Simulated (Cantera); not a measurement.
Input: 1 mol Si3H8, 4.2 mol N2, held at 900 °C and 0.00250 bar.

Method: chemical equilibrium by Gibbs-energy minimisation in Cantera with the NASA 1993 tables (ideal gas, pure condensed phases). Candidate condensed phases: Si, Si3N4; 18 gas species. The feed counts by its element totals alone. N2 is the only nitrogen source here; it is nearly inert below about 1500 K, so the nitride shown seldom forms there in practice. The numbers say what is thermodynamically allowed, not how fast it happens.

Base state: H2 0.645, N2 0.355 (mole fractions); condensed: Si3N4(s).

### Question
What changes in the equilibrium state with this change: Si3H8 replaced by SiH4?

### Answer
| species | before | after |
|---|---|---|
| N2 | 0.355 | 0.639 |
| H2 | 0.645 | 0.361 |
| Si3N4(s), mol | 1.00 | 0.333 |
